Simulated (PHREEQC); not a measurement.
Solution (35 °C): 0.0012 mol FeCl3, 0.0007 mol MgSO4, 0.096 mol H2SO4 and 0.0067 mol NaCl per kg of water. Closed to the air; pH follows from the charge balance.

All values are PHREEQC results (ion-association model, wateq4f.dat), not measurements.

Precipitation was switched off in this run.

Q: Estimate the pH.

A: pH 1.04.

Q: In which forms is S present?

A: HSO4- 81 %, SO4-2 17 %, FeSO4+ 0.7 % of the S.

The solution is supersaturated, for example in Hematite (slow to form), so a real one may precipitate; this is no full list.
